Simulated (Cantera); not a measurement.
## Boron, boron nitride and boron oxide: B2H6 + N2

Feed: 1 mol B2H6, 15 mol N2, at 53.0 Pa.

These are equilibrium values from Cantera (NASA tables, ideal gas, pure condensed phases), not measurements of a reactor. Candidate condensed phases: B, BN; 15 gas species. The feed counts by its element totals alone. N2 is the only nitrogen source here; it is nearly inert below about 1500 K, so the nitride shown seldom forms there in practice. The tables' values for BH2 are old estimates; treat these amounts as uncertain. Rates play no part.

```json
[
 {"T (°C)": "652", "x N2": "0.824", "x H2": "0.176", "x H": "4.75e-9", "x B": "<1e-12", "x BH2": "<1e-12", "n BN(s)": "2.00", "n B(s)": "0"},
 {"T (°C)": "752", "x N2": "0.824", "x H2": "0.176", "x H": "7.95e-8", "x B": "<1e-12", "x BH2": "<1e-12", "n BN(s)": "2.00", "n B(s)": "0"},
 {"T (°C)": "852", "x N2": "0.824", "x H2": "0.176", "x H": "8.11e-7", "x B": "<1e-12", "x BH2": "<1e-12", "n BN(s)": "2.00", "n B(s)": "0"},
 {"T (°C)": "952", "x N2": "0.824", "x H2": "0.176", "x H": "5.69e-6", "x B": "<1e-12", "x BH2": "2.07e-12", "n BN(s)": "2.00", "n B(s)": "0"},
 {"T (°C)": "1052", "x N2": "0.824", "x H2": "0.176", "x H": "2.98e-5", "x B": "<1e-12", "x BH2": "5.60e-11", "n BN(s)": "2.00", "n B(s)": "0"},
 {"T (°C)": "1152", "x N2": "0.823", "x H2": "0.176", "x H": "0.000124", "x B": "<1e-12", "x BH2": "9.48e-10", "n BN(s)": "2.00", "n B(s)": "0"},
 {"T (°C)": "1252", "x N2": "0.823", "x H2": "0.176", "x H": "0.000431", "x B": "3.73e-11", "x BH2": "1.10e-8", "n BN(s)": "2.00", "n B(s)": "0"},
 {"T (°C)": "1352", "x N2": "0.823", "x H2": "0.176", "x H": "0.00128", "x B": "1.87e-9", "x BH2": "9.42e-8", "n BN(s)": "2.00", "n B(s)": "0"},
 {"T (°C)": "1452", "x N2": "0.822", "x H2": "0.174", "x H": "0.00337", "x B": "5.91e-8", "x BH2": "6.23e-7", "n BN(s)": "2.00", "n B(s)": "0"},
 {"T (°C)": "1552", "x N2": "0.820", "x H2": "0.172", "x H": "0.00793", "x B": "1.28e-6", "x BH2": "3.31e-6", "n BN(s)": "2.00", "n B(s)": "0"},
 {"T (°C)": "1652", "x N2": "0.817", "x H2": "0.166", "x H": "0.0169", "x B": "2.00e-5", "x BH2": "1.45e-5", "n BN(s)": "2.00", "n B(s)": "0"},
 {"T (°C)": "1752", "x N2": "0.810", "x H2": "0.157", "x H": "0.0331", "x B": "0.000239", "x BH2": "5.33e-5", "n BN(s)": "1.99", "n B(s)": "0"},
 {"T (°C)": "1852", "x N2": "0.808", "x H2": "0.133", "x H": "0.0575", "x B": "0.00178", "x BH2": "0.000122", "n BN(s)": "0", "n B(s)": "1.96"}
]
```
x: gas mole fraction; n: condensed amount in mol.

From 652 °C to 1752 °C the condensed part is BN(s). At 1852 °C the condensed part is B(s).
